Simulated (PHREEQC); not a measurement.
Make-up at 20 °C: 0.0037 mol MgCl2, 0.24 mol Na2SO4 and 0.0035 mol KCl per kg of water. Closed to the air; pH follows from the charge balance.

All values are PHREEQC results (ion-association model, phreeqc.dat), not measurements.

No solid was allowed to form.

Order these S species by the share of S that they hold, largest first: SO4-2, NaSO4-, MgSO4, KSO4-.

SO4-2 (70 %), NaSO4- (29 %), MgSO4 (0.98 %), KSO4- (0.24 %)

The ionic strength is 0.587 mol/kgw.
